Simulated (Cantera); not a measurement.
# Ignition delay

Mixture: CH₄ : O₂ : N₂ = 1 : 4.08 : 15.3 (molar parts), equivalence ratio 0.49, at 1000000 Pa, adiabatic and at constant pressure. Ignition delay is the time to a rise of 400 K.

Cantera simulation using GRI-Mech 3.0 (53 species, 325 reactions); the numbers are that mechanism's predictions, not measurements.

```csv
T0 (K),delay (ms)
1050,29.6
1125,9.50
1200,3.52
1275,1.43
1350,0.628
1425,0.294
1500,0.145
1575,0.0762
1650,0.0421
1725,0.0245
```

The apparent activation energy between 1575 and 1725 K is 170 kJ/mol.
